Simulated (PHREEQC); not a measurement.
Solution (20 °C): 0.069 mol NH4HF2 per kg of water. Closed to the air; pH follows from the charge balance.

All values are PHREEQC results (ion-association model, wateq4f.dat), not measurements.

Each row changes one thing in this solution. No solid was allowed to form.

```json
[
 {"case": "as made", "pH": "3.15", "ionic strength (mol/kgw)": "0.0698"},
 {"case": "NH4HF2 from 0.069 to 0.138 mol/kgw", "pH": "(withheld)", "ionic strength (mol/kgw)": "0.139"},
 {"case": "NH4HF2 replaced by CsF at the same molality", "pH": "8.02", "ionic strength (mol/kgw)": "0.0690"},
 {"case": "0.021 mol/kgw HBr added", "pH": "2.87", "ionic strength (mol/kgw)": "0.0706"},
 {"case": "NH4HF2 from 0.069 to 0.0621 mol/kgw", "pH": "3.15", "ionic strength (mol/kgw)": "0.0629"},
 {"case": "NH4HF2 replaced by NH3 at the same molality", "pH": "(withheld)", "ionic strength (mol/kgw)": "0.00112"},
 {"case": "diluted 10-fold with water", "pH": "(withheld)", "ionic strength (mol/kgw)": "0.00758"},
 {"case": "NH4HF2 replaced by HF at the same molality", "pH": "2.19", "ionic strength (mol/kgw)": "0.00691"},
 {"case": "NH4HF2 from 0.069 to 0.104 mol/kgw", "pH": "(withheld)", "ionic strength (mol/kgw)": "0.105"}
]
```

Task: What belongs in the gaps?

Result: 
- NH4HF2 from 0.069 to 0.138 mol/kgw, pH: 3.17
- NH4HF2 replaced by NH3 at the same molality, pH: 11.20
- diluted 10-fold with water, pH: 3.20
- NH4HF2 from 0.069 to 0.104 mol/kgw, pH: 3.16

wateq4f.dat counts part of the HF as a dimer, H2F2, which phreeqc.dat doesn't know; its constant is uncertain.
